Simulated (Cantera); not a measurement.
## Low-pressure radical oxidation in H2/O2

A perfectly stirred reactor is fed with H2 : O2 = 0.015 : 1 (molar parts), at 0.0330 bar; it is held at 1073 K, and followed from long to short residence time.

Cantera simulation using the H2/O2 subset of GRI-Mech 3.0, which has no nitrogen chemistry; the numbers are that mechanism's predictions, not measurements. Radical loss at walls, strong at low pressure, is not modelled.

```
τ (s)       x H2   x O2       x O   x H2O2      x OH       x H
------  --------  -----  --------  -------  --------  --------
0.42    0.000161  0.984  0.000801  7.62e-8  0.000231   2.75e-5
0.24    0.000218  0.984   0.00110  8.73e-8  0.000286   4.67e-5
0.14    0.000294  0.983   0.00147  1.00e-7  0.000351   7.70e-5
0.077   0.000410  0.983   0.00200  1.17e-7  0.000441  0.000132
0.044   0.000564  0.982   0.00260  1.37e-7  0.000547  0.000213
0.025   0.000783  0.981   0.00331  1.62e-7  0.000677  0.000337
0.014    0.00111  0.980   0.00407  1.94e-7  0.000837  0.000516
0.0080   0.00157  0.980   0.00476  2.31e-7   0.00101  0.000739
0.0045   0.00227  0.979   0.00529  2.76e-7   0.00121  0.000995
0.0026   0.00326  0.978   0.00546  3.22e-7   0.00139   0.00121
0.0014   0.00493  0.979   0.00511  3.63e-7   0.00152   0.00131
```
x: mole fraction; the columns are a selection and need not sum to one.
